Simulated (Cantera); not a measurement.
A Cantera script and its output.

```python
import numpy as np
import cantera as ct

surf = ct.Interface("ptcombust.yaml", "Pt_surf")
gas = surf.adjacent["gas"]
gas.TPX = 875, 46000, {'CO': 0.011, 'O2': 0.19, 'N2': 0.79, 'H2O': 0.022}
surf.TP = 875, 46000
reactor = ct.FlowReactor(gas, clone=False)
reactor.area = 0.0001  # m2
reactor.surface_area_to_volume_ratio = 110  # 1/m
reactor.mass_flow_rate = 1.2 * reactor.area * gas.density  # inlet velocity 1.2 m/s
reactor.energy_enabled = False
wall = ct.ReactorSurface(surf, reactor, clone=False)
net = ct.ReactorNet([reactor])
net.rtol, net.atol = 1e-8, 1e-16
show, cover = ['CO', 'O2', 'H2O', 'CO2'], ['PT(S)', 'H(S)', 'O(S)', 'OH(S)', 'CO(S)', 'C(S)']

rows = []
print(f"{'z/m':>9s}{'u/(m/s)':>9s}" + "".join(f"{s:>13s}" for s in show + cover))
for z in [6.9e-05, 0.00012, 0.00022, 0.00039, 0.00069, 0.0012, 0.0022, 0.0039, 0.0069]:
    net.advance(z)
    rows.append([reactor.speed, *gas[show].X, *surf[cover].coverages])
    print(f"{z:9.4g}{rows[-1][0]:9.3g}" + "".join(f"{x:13.4e}" for x in rows[-1][1:]))
```

It prints:

```
      z/m  u/(m/s)           CO           O2          H2O          CO2        PT(S)         H(S)         O(S)        OH(S)        CO(S)         C(S)
  6.9e-05      1.2   9.4187e-03   1.8697e-01   2.1733e-02   1.4480e-03   1.8644e-01   1.2402e-07   8.0495e-01   2.8648e-03   5.7406e-03   2.0913e-14
  0.00012      1.2   8.9883e-03   1.8680e-01   2.1738e-02   1.8808e-03   1.6654e-01   1.0335e-07   8.2645e-01   2.7438e-03   4.2654e-03   1.3520e-14
  0.00022      1.2   8.3546e-03   1.8654e-01   2.1745e-02   2.5179e-03   1.4838e-01   8.5924e-08   8.4591e-01   2.6207e-03   3.0797e-03   8.4971e-15
  0.00039      1.2   7.5580e-03   1.8621e-01   2.1754e-02   3.3189e-03   1.3378e-01   7.2901e-08   8.6148e-01   2.5116e-03   2.2263e-03   5.4377e-15
  0.00069      1.2   6.5388e-03   1.8580e-01   2.1765e-02   4.3436e-03   1.2127e-01   6.2453e-08   8.7476e-01   2.4103e-03   1.5601e-03   3.4018e-15
   0.0012      1.2   5.3284e-03   1.8530e-01   2.1778e-02   5.5607e-03   1.1093e-01   5.4319e-08   8.8570e-01   2.3203e-03   1.0515e-03   2.0715e-15
   0.0022      1.2   3.8055e-03   1.8468e-01   2.1795e-02   7.0918e-03   1.0163e-01   4.7391e-08   8.9551e-01   2.2341e-03   6.2391e-04   1.1137e-15
   0.0039     1.19   2.3289e-03   1.8408e-01   2.1811e-02   8.5765e-03   9.4888e-02   4.2601e-08   9.0261e-01   2.1680e-03   3.3037e-04   5.4627e-16
   0.0069     1.19   1.0764e-03   1.8357e-01   2.1824e-02   9.8358e-03   9.0284e-02   3.9445e-08   9.0746e-01   2.1211e-03   1.3755e-04   2.1525e-16
```

Computed with Cantera and Deutschmann's 1995 Pt surface mechanism with GRI-Mech 3.0 gas chemistry. Catalytic surfaces can have several steady states; this one follows from the mechanism file's or the stated starting coverage. Mass transfer to the wall is taken as infinitely fast.
